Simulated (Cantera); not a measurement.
Charge: 1 mol Cu, 0.13 mol CO₂, 8.2 mol H₂, at 1 atm.

Cantera equilibrium calculation (NASA polynomials, part measured and part estimated; ideal gas, pure solids and liquids). Candidate condensed phases: C, C₆H₆, C₇H₈, C₈H₁₈, Cu, CuO, Cu(OH)₂, Cu₂O, H₂O; 113 gas species. The numbers say what is thermodynamically allowed, not how fast it happens.

### Question
Which condensed phases are stable at each of these points (T (K)): 850, 950, 1050, 1150, 1250, 1350, 1450, 1550, 1650, 1750, 1850, 1950?

### Answer
```csv
T (K),condensed phases,Cu condensed (%)
850,Cu(s),100.0
950,Cu(s),100.0
1050,Cu(s),100.0
1150,Cu(s),100.0
1250,Cu(s),100.0
1350,Cu(s),100.0
1450,Cu(l),100.0
1550,Cu(l),100.0
1650,Cu(l),99.9
1750,Cu(l),99.8
1850,Cu(l),99.2
1950,Cu(l),97.8
```

From 850 K to 1350 K the condensed part is Cu(s). From 1450 K to 1950 K the condensed part is Cu(l).
